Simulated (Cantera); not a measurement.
A closed system holds: 1 mol BCl₃, a varied amount of H₂, held at 652 °C and 0.128 Torr.

Method: chemical equilibrium by Gibbs-energy minimisation in Cantera with the NASA 1993 tables (ideal gas, pure condensed phases). Candidate condensed phases: B; 13 gas species. Gases not in the tables: BHCl₂. The numbers say what is thermodynamically allowed, not how fast it happens.

Problem. At 93 mol H₂, list the 3 most abundant gas species with their mole fractions, and the condensed phases.

Solution. H₂ 0.969, HCl 0.0302, BCl₃ 0.000508. Condensed: B(s).
